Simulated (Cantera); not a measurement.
Input (Python, Cantera):

```python
import numpy as np
import cantera as ct

gas = ct.Solution("gri30.yaml")
gas.TPX = 1623, 101325, {'C2H6': 1, 'H2': 1.1}
reactor = ct.IdealGasConstPressureReactor(gas, energy="off", clone=False)
net = ct.ReactorNet([reactor])
net.rtol, net.atol = 1e-08, 1e-18
show = ['C2H6', 'H2', 'H', 'C2H2', 'CH4', 'C2H4', 'CH3']
times = np.geomspace(6e-05, 10, 11)

steps = ct.SolutionArray(gas, extra=["t"])
rows = []
print(f"{'t/s':>10s}{'T/K':>9s}{'P/Pa':>11s}" + "".join(f"{s:>11s}" for s in show))
for t in times:
    while net.time < t:
        t_next = net.step()
        steps.append(gas.state, t=t_next)
    rows.append([np.interp(t, steps.t, y) for y in (steps.T, steps.P, *steps(*show).X.T)])
    print(f"{t:10.3e}{rows[-1][0]:9.1f}{rows[-1][1]:11.4g}" + "".join(f"{x:11.3e}" for x in rows[-1][2:]))
rate = np.gradient(steps.T, steps.t)
print("integrator steps:", len(steps.t))
if steps.T.max() > steps.T[0] + 200:
    print(f"time of steepest temperature rise: {steps.t[rate.argmax()]:.4e} s")
gas.TPX = 1623, 101325, {'C2H6': 1, 'H2': 1.1}
gas.equilibrate("TP")
print(f"equilibrium (TP): T = {gas.T:.1f} K  " + "  ".join(f"{s} {gas[s].X[0]:.3e}" for s in show))
```

Result:

```
       t/s      T/K       P/Pa       C2H6         H2          H       C2H2        CH4       C2H4        CH3
 6.000e-05   1623.0  1.013e+05  3.441e-02  5.537e-01  3.252e-04  3.464e-02  1.845e-01  1.877e-01  2.946e-03
 1.997e-04   1623.0  1.013e+05  2.409e-03  5.752e-01  1.152e-04  7.832e-02  1.908e-01  1.521e-01  7.799e-04
 6.645e-04   1623.0  1.013e+05  2.952e-04  5.928e-01  5.032e-05  1.161e-01  1.842e-01  1.062e-01  3.150e-04
 2.212e-03   1623.0  1.013e+05  1.596e-04  6.143e-01  4.602e-05  1.619e-01  1.742e-01  4.921e-02  2.635e-04
 7.360e-03   1623.0  1.013e+05  1.054e-04  6.307e-01  4.562e-05  1.911e-01  1.636e-01  1.417e-02  2.395e-04
 2.449e-02   1623.0  1.013e+05  8.790e-05  6.430e-01  4.706e-05  1.967e-01  1.477e-01  1.228e-02  2.188e-04
 8.152e-02   1623.0  1.013e+05  6.129e-05  6.680e-01  5.087e-05  2.049e-01  1.140e-01  1.290e-02  1.759e-04
 2.713e-01   1623.0  1.013e+05  3.981e-05  6.949e-01  5.628e-05  2.136e-01  7.753e-02  1.367e-02  1.274e-04
 9.029e-01   1623.0  1.013e+05  3.585e-05  7.013e-01  5.790e-05  2.157e-01  6.886e-02  1.387e-02  1.154e-04
 3.005e+00   1623.0  1.013e+05  3.583e-05  7.014e-01  5.791e-05  2.157e-01  6.881e-02  1.387e-02  1.153e-04
 1.000e+01   1623.0  1.013e+05  3.583e-05  7.014e-01  5.791e-05  2.157e-01  6.881e-02  1.387e-02  1.153e-04
integrator steps: 1312
equilibrium (TP): T = 1623.0 K  C2H6 3.583e-05  H2 7.014e-01  H 5.791e-05  C2H2 2.157e-01  CH4 6.881e-02  C2H4 1.387e-02  CH3 1.153e-04
```

Model: GRI-Mech 3.0 (53 species, 325 reactions), integrated in Cantera. GRI-Mech 3.0 stops at C3 and has no aromatics, soot or wall deposition, so with more carbon than oxygen in the feed, carbon stays in small species such as C2H2 where larger ones or solid carbon would form.
